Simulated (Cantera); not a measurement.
Charge: 1 mol LiOH, 2.7 mol H2, at 1900 K and 0.0140 bar.

Method: chemical equilibrium by Gibbs-energy minimisation in Cantera with the NASA 1993 tables (ideal gas, pure condensed phases). Candidate condensed phases: H2O, Li, LiH, LiOH, Li2O; 17 gas species. Kinetics and transport are ignored.

Base state: H2 0.630, LiOH 0.143, H2O 0.110, Li 0.109, H 0.00532, Li2O 0.000933, LiH 0.000454, OH 7.66e-5 (mole fractions); condensed: gas only.

Task: What changes in the equilibrium state with this change: H2 from 2.7 to 0.33 mol?

Result: 
```json
[
 {"species": "LiOH", "before": "0.143", "after": "0.533"},
 {"species": "H2", "before": "0.630", "after": "0.156"},
 {"species": "H2O", "before": "0.110", "after": "0.154"},
 {"species": "Li", "before": "0.109", "after": "0.145"},
 {"species": "Li2(OH)2", "before": "5.71e-6", "after": "7.88e-5"},
 {"species": "Li2O", "before": "0.000933", "after": "0.00924"},
 {"species": "LiO", "before": "6.34e-6", "after": "4.74e-5"},
 {"species": "OH", "before": "7.66e-5", "after": "0.000215"}
]
```
